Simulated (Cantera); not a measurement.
PbO + CO + H₂ (iron carbonyl, mercury and lead vapours)

Feed: 1 mol PbO, 1.8 mol CO, 18 mol H₂, held at 1500 Torr.

Method: chemical equilibrium by Gibbs-energy minimisation in Cantera with the NASA 1993 tables (ideal gas, pure condensed phases). Candidate condensed phases: C, C₆H₆, C₇H₈, C₈H₁₈, H₂O, Pb, PbO, PbO₂, Pb₃O₄; 113 gas species. Kinetics and transport are ignored.

| T (°C) | x H₂ | x H₂O | x CH₄ | x CO | x CO₂ | x Pb | n Pb(l) |
|---|---|---|---|---|---|---|---|
| 452 | 0.716 | 0.173 | 0.111 | 1.32e-5 | 2.41e-5 | 1.69e-9 | 1.00 |
| 502 | 0.717 | 0.172 | 0.111 | 0.000140 | 0.000170 | 1.24e-8 | 1.00 |
| 552 | 0.720 | 0.169 | 0.109 | 0.00108 | 0.000906 | 7.17e-8 | 1.000 |
| 602 | 0.733 | 0.158 | 0.100 | 0.00564 | 0.00320 | 3.37e-7 | 1.000 |
| 652 | 0.761 | 0.133 | 0.0810 | 0.0182 | 0.00643 | 1.34e-6 | 1.000 |
| 702 | 0.795 | 0.104 | 0.0554 | 0.0377 | 0.00786 | 4.58e-6 | 1.000 |
| 752 | 0.825 | 0.0786 | 0.0320 | 0.0576 | 0.00712 | 1.39e-5 | 1.000 |
| 802 | 0.844 | 0.0623 | 0.0159 | 0.0722 | 0.00573 | 3.80e-5 | 0.999 |
| 852 | 0.854 | 0.0536 | 0.00696 | 0.0806 | 0.00460 | 9.46e-5 | 0.998 |
| 902 | 0.859 | 0.0498 | 0.00286 | 0.0847 | 0.00384 | 0.000218 | 0.996 |
| 952 | 0.860 | 0.0485 | 0.00117 | 0.0866 | 0.00332 | 0.000467 | 0.991 |
| 1002 | 0.860 | 0.0481 | 0.000500 | 0.0875 | 0.00294 | 0.000943 | 0.981 |
| 1052 | 0.859 | 0.0480 | 0.000225 | 0.0879 | 0.00264 | 0.00180 | 0.964 |
x: gas mole fraction; n: condensed amount in mol.

From 452 °C to 1052 °C the condensed part is Pb(l).
